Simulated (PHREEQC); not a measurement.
Make-up at 25 °C: 0.12 mol/kgw HF, 0.0062 mol/kgw NH4HF2 and 0.0005 mol/kgw H3PO4. Closed to the air; pH follows from the charge balance.

Model: ion-association model, phreeqc.dat, run in PHREEQC.

No solid was allowed to form.

Question: Order these F species by the share of F that they hold, largest first: HF2-, F-, HF.

Answer: HF (85 %), F- (7.9 %), HF2- (6.9 %)

The pH is 2.09 and the ionic strength 0.0153 mol/kgw. Species that the database lacks are ignored.
